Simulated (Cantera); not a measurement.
An isothermal, constant-pressure homogeneous reactor starts with N2O = 1 (molar parts), at 1150 K and 100000 Pa.

Model: GRI-Mech 3.0 (53 species, 325 reactions), integrated in Cantera. GRI-Mech 3.0 was tuned for natural gas; its chemistry of N2O as a main component is partial and can be far from experiment. The mechanism lacks the step 2 NO + O2 → 2 NO2, which can matter for NO2 below about 1400 K. The temperature is held fixed by assumption; the heat of reaction is taken as removed at once.

One state of this run: x N2O = 0.860; x O = 7.13e-7; x NO = 0.00780; x O2 = 0.0429; x NO2 = 9.07e-5; x N2 = 0.0897. x: mole fraction; the columns are a selection and need not sum to one.

Question: Which value of t (s) does it belong to?
(A) 0.981
(B) 0.488
(C) 0.120
(D) 0.0297

Answer: B, 0.488
